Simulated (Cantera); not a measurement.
A perfectly stirred reactor is fed with CH4 : H2O = 1 : 3.3 (molar parts), at 760 Torr; it is held at 1700 K, and followed from long to short residence time.

Detailed kinetics in Cantera: GRI-Mech 3.0 (53 species, 325 reactions).

### Question
Predict: x(CH4) at τ = 9.30 s; x(H2O) at τ = 9.30 s; x(CO2) at τ = 9.30 s; x(C2H) at τ = 9.30 s; x(CH4) at τ = 0.100 s; x(H2O) at τ = 0.100 s; x(CO2) at τ = 0.100 s; x(C2H) at τ = 0.100 s.

### Answer
| Quantity | Result |
|---|---|
| x(CH4) at τ = 9.30 s | 0.00808 |
| x(H2O) at τ = 9.30 s | 0.359 |
| x(CO2) at τ = 9.30 s | 0.0267 |
| x(C2H) at τ = 9.30 s | 2.72e-9 |
| x(CH4) at τ = 0.100 s | 0.0570 |
| x(H2O) at τ = 0.100 s | 0.570 |
| x(CO2) at τ = 0.100 s | 0.0145 |
| x(C2H) at τ = 0.100 s | 6.12e-8 |
